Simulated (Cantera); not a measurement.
Cantera run:

```python
import numpy as np
import cantera as ct

gas_names = """
    CL CL2 Fe FeCL FeCL2 FeCL3 Fe2CL4 Fe2CL6 H HCL H2
""".split()
cond_names = """
    Fe(a) Fe(c) Fe(d) Fe(L) FeCL2(s) FeCL2(L) FeCL3(s) FeCL3(L)
""".split()


# ... load() reads the species with a 1 bar reference pressure and builds the phases ...
atoms = {
    'FeCl2': {'Fe': 1, 'CL': 2},
    'HCl': {'H': 1, 'CL': 1},
    'H2': {'H': 2},
}
top_T = {}  # K; cautious upper limits of use, not melting points


# ... equilibrate(T, P, feed) seeds the gas with the atoms and calls Mixture.equilibrate('TP', solver="vcs", rtol=1e-11, max_steps=5000) ...
results = []
feed = {'FeCl2': 1, 'HCl': 0.041, 'H2': 69}  # mol
P = 110  # Pa
for T in [1423, 1523, 1623, 1723, 1823, 1923, 2023, 2123, 2223]:
    mix = equilibrate(T, P, feed)
    results.append((T, P, feed, dict(zip(mix.species_names, mix.species_moles))))
    x = sorted(zip(gas.X, gas.species_names), reverse=True)
    print(f"T = {T:g} K  P = {P:g} Pa  gas = {mix.phase_moles(0):.4g} mol")
    print("   x: " + "  ".join(f"{s} {v:.3e}" for v, s in x if v > 0.001))
    print("   condensed (mol): " + ("  ".join(f"{mix.phase(i).name} {mix.phase_moles(i):.4g}"
          for i in range(1, mix.n_phases) if mix.phase_moles(i) > 1e-12) or "none"))
```

Result:

```
T = 1423 K  P = 110 Pa  gas = 70.05 mol
   x: H2 9.712e-01  HCL 2.808e-02
   condensed (mol): Fe(c) 0.9614
T = 1523 K  P = 110 Pa  gas = 70.08 mol
   x: H2 9.706e-01  HCL 2.786e-02
   condensed (mol): Fe(c) 0.9407
T = 1623 K  P = 110 Pa  gas = 70.22 mol
   x: H2 9.681e-01  HCL 2.758e-02  H 2.050e-03  Fe 1.520e-03
   condensed (mol): Fe(c) 0.8426
T = 1723 K  P = 110 Pa  gas = 70.82 mol
   x: H2 9.583e-01  HCL 2.709e-02  Fe 8.296e-03  H 5.383e-03
   condensed (mol): Fe(d) 0.3551
T = 1823 K  P = 110 Pa  gas = 71.48 mol
   x: H2 9.455e-01  HCL 2.757e-02  Fe 1.364e-02  H 1.270e-02
   condensed (mol): none
T = 1923 K  P = 110 Pa  gas = 72.04 mol
   x: H2 9.306e-01  HCL 2.751e-02  H 2.740e-02  Fe 1.377e-02
   condensed (mol): none
T = 2023 K  P = 110 Pa  gas = 73.07 mol
   x: H2 9.040e-01  H 5.444e-02  HCL 2.667e-02  Fe 1.365e-02  CL 1.193e-03
   condensed (mol): none
T = 2123 K  P = 110 Pa  gas = 74.87 mol
   x: H2 8.591e-01  H 1.003e-01  HCL 2.509e-02  Fe 1.334e-02  CL 2.149e-03
   condensed (mol): none
T = 2223 K  P = 110 Pa  gas = 77.86 mol
   x: H2 7.894e-01  H 1.716e-01  HCL 2.263e-02  Fe 1.284e-02  CL 3.571e-03
   condensed (mol): none
```

These are equilibrium values from Cantera (NASA tables, ideal gas, pure condensed phases), not measurements of a reactor.
